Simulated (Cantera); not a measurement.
An adiabatic, constant-pressure homogeneous reactor starts with 11.2 % H2, 18.7 % O2, 70.1 % N2, at 1025 K and 1.00 atm.

Cantera simulation using the H2/O2 subset of GRI-Mech 3.0, which has no nitrogen chemistry; the numbers are that mechanism's predictions, not measurements.

x: mole fraction; the columns are a selection and need not sum to one.

| t (s) | T (K) | x H2 | x O2 | x H2O2 | x O | x HO2 | x OH |
|---|---|---|---|---|---|---|---|
| 1.00e-6 | 1025 | 0.112 | 0.187 | <1e-12 | 1.66e-12 | 3.18e-11 | 1.19e-12 |
| 3.35e-6 | 1025 | 0.112 | 0.187 | <1e-12 | 1.38e-11 | 1.20e-10 | 6.86e-12 |
| 1.12e-5 | 1025 | 0.112 | 0.187 | <1e-12 | 9.52e-11 | 5.61e-10 | 3.72e-11 |
| 3.76e-5 | 1025 | 0.112 | 0.187 | 8.51e-12 | 1.24e-9 | 6.59e-9 | 4.59e-10 |
| 0.000126 | 1025 | 0.112 | 0.187 | 1.07e-8 | 9.70e-7 | 4.94e-6 | 3.67e-7 |
| 0.000422 | 1807 | 0.000520 | 0.137 | 2.30e-7 | 0.00136 | 6.53e-6 | 0.00368 |
| 0.00141 | 1832 | ___ | 0.138 | ___ | ___ | ___ | ___ |
| 0.00474 | 1834 | 2.34e-5 | 0.138 | 4.51e-8 | 6.21e-5 | 1.09e-6 | 0.000826 |
| 0.0159 | 1834 | 2.33e-5 | 0.138 | 4.51e-8 | 6.19e-5 | 1.09e-6 | 0.000824 |
| 0.0532 | 1834 | 2.33e-5 | 0.138 | 4.51e-8 | 6.19e-5 | 1.09e-6 | 0.000824 |
| 0.178 | 1834 | 2.33e-5 | 0.138 | 4.51e-8 | 6.19e-5 | 1.09e-6 | 0.000824 |
| 0.597 | 1834 | 2.33e-5 | 0.138 | 4.51e-8 | 6.19e-5 | 1.09e-6 | 0.000824 |
| 2.00 | 1834 | 2.33e-5 | 0.138 | 4.51e-8 | 6.19e-5 | 1.09e-6 | 0.000824 |

**Question.** Some entries are withheld; supply them.

**Answer.** 
- 0.00141, x H2: 4.28e-5
- 0.00141, x H2O2: 5.62e-8
- 0.00141, x O: 0.000113
- 0.00141, x HO2: 1.22e-6
- 0.00141, x OH: 0.00111
